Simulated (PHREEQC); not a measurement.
KOH is added in steps, without added water, to 1 kg of water holding 0.02 mol/kgw MgSO4 and 0.0057 mol/kgw Na2SO4, at 50 °C. O2 is buffered at 0.21 atm. No CO2 enters from the air. The run lets Brucite, Mirabilite, Epsomite precipitate or redissolve, and no other solid.

Base run: PHREEQC, ion-association model, wateq4f.dat. Each further column changes one thing. The table gives Mg+2 (mol/kgw).

```tsv
KOH added (mol)	base	metal-ligand complexes left out	all activity coefficients set to 1	Debye-Hückel limiting law
0	0.00900	…	0.00408	0.0125
0.0105	0.00633	0.0147	0.00249	0.00904
0.0175	0.00470	0.0112	0.00170	…
0.028	0.00242	0.00599	…	0.00360
0.0385	0.000338	…	0.000101	0.000520
0.0455	7.36e-7	7.73e-7	1.87e-7	…
0.056	9.20e-8	9.67e-8	2.21e-8	1.94e-7
```

Problem. Complete the blanks.

Solution. 
- 0, metal-ligand complexes left out: 0.0200
- 0.0175, Debye-Hückel limiting law: 0.00682
- 0.028, all activity coefficients set to 1: 0.000791
- 0.0385, metal-ligand complexes left out: 0.000819
- 0.0455, Debye-Hückel limiting law: 1.44e-6

At this temperature some constants are extrapolated from 25 °C, and those without enthalpy data are left unchanged.
